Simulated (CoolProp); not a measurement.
Vapour-liquid equilibrium of methanol (1) + dimethyl carbonate (2) at 85.85 °C; x and y are mole fractions of (1).

The numbers come from the multi-fluid Helmholtz-energy mixture model, de Reuck 1993 and Zhou 2011; pair parameters Bell 2016 in CoolProp.

```
x     bubble pressure, mixture model (bar)  bubble pressure, Raoult's law (bar)  y, mixture model  y, Raoult's law
----  ------------------------------------  -----------------------------------  ----------------  ---------------
0.05                                 1.108                               0.9500             0.227            0.117
0.2                                  1.580                                1.151             0.516            0.386
0.35                                 1.865                                1.352             0.636            0.575
0.5                                  2.040                                1.552             0.708            0.716
0.65                                 2.155                                1.753             0.768            0.824
0.8                                  2.229                                1.954             0.836            0.910
0.95                                 2.244                                2.155             0.944            0.980
```

The largest gap from Raoult's law is +37.9 % in bubble pressure, at x = 0.35. y crosses x between x = 0.8 and 0.95: the model has an azeotrope there.

Pair parameters are fitted to limited data, so mixtures are less certain than the pure fluids.
